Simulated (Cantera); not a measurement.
A freely propagating, adiabatic, planar premixed flame of CO : H2 : CH4 : O2 : N2 = 1 : 0.039 : 0.062 : 0.946 : 4.54 (molar parts), equivalence ratio 0.68, unburnt at 475 K and 0.360 bar; unity-Lewis-number transport, grid criteria slope 0.08 and curve 0.16, no radiation.

Computed with Cantera and GRI-Mech 3.0 (53 species, 325 reactions). Unity Lewis numbers drop preferential diffusion, which matters most where H2 and H carry the flame. Burning velocities carry a grid error of a few per cent, more on coarse grids.

x: mole fraction of selected species; z is measured from the peak of heat release.

| z (mm) | T (K) | u (m/s) | x CO | x H2 | x CH4 | x HO2 | x CH2O | x H |
|---|---|---|---|---|---|---|---|---|
| -6.60 | 475 | 0.447 | 0.152 | 0.00592 | 0.00941 | <1e-8 | <1e-8 | <1e-8 |
| -4.40 | 475 | 0.447 | 0.152 | 0.00592 | 0.00941 | 6.94e-8 | 5.09e-8 | <1e-8 |
| -3.30 | 476 | 0.448 | 0.152 | 0.00592 | 0.00940 | (withheld) | (withheld) | <1e-8 |
| -2.20 | 482 | 0.453 | 0.151 | 0.00591 | 0.00933 | 2.13e-6 | 1.53e-6 | <1e-8 |
| -1.10 | 564 | 0.529 | 0.146 | 0.00584 | 0.00835 | 3.03e-5 | 1.87e-5 | 3.57e-7 |
| -0.550 | 783 | 0.728 | 0.130 | 0.00558 | 0.00557 | 5.46e-5 | 4.99e-5 | 0.000184 |
| 0 | 1131 | 1.04 | 0.0984 | 0.00360 | 0.000882 | 2.28e-5 | 3.52e-5 | 0.00349 |
| 0.550 | 1345 | 1.22 | 0.0665 | 0.00145 | 7.74e-6 | 9.33e-6 | 6.54e-7 | 0.00669 |
| 1.10 | (withheld) | 1.32 | (withheld) | 0.00149 | (withheld) | (withheld) | <1e-8 | (withheld) |
| 2.20 | 1605 | 1.43 | 0.0338 | 0.00144 | <1e-8 | 4.46e-6 | <1e-8 | 0.00531 |
| 4.40 | 1720 | 1.52 | 0.0250 | 0.00104 | <1e-8 | 2.96e-6 | <1e-8 | 0.00257 |
| 8.79 | 1807 | 1.59 | 0.0175 | 0.000675 | <1e-8 | 1.85e-6 | <1e-8 | 0.00114 |
| 17.6 | 1870 | 1.63 | 0.0113 | 0.000411 | <1e-8 | 1.10e-6 | <1e-8 | 0.000485 |

Q: Some entries are withheld; supply them.

A: 
- -3.30, x HO2: 3.12e-7
- -3.30, x CH2O: 2.28e-7
- 1.10, T (K): 1471
- 1.10, x CO: 0.0477
- 1.10, x CH4: 1.90e-8
- 1.10, x HO2: 6.46e-6
- 1.10, x H: 0.00732
